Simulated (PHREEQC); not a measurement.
Solution (32 °C): 0.026 mol/kgw KOH, 0.002 mol/kgw K2SO4 and 0.22 mol/kgw H3BO3. Closed to the air; pH follows from the charge balance.

Computed with PHREEQC (Pitzer model, pitzer.dat).

Q: The ionic strength comes out as 0.0329 mol/kgw. What activity coefficients do SO4-2, B4O5(OH)4-2, K+, OH-, B3O3(OH)4- get?

A: SO4-2 0.45, B4O5(OH)4-2 0.43, K+ 0.81, OH- 0.82, B3O3(OH)4- 0.75. Single-ion values are on the MacInnes scale.

No solid was allowed to form. Complexes and solids missing from the database can't appear.
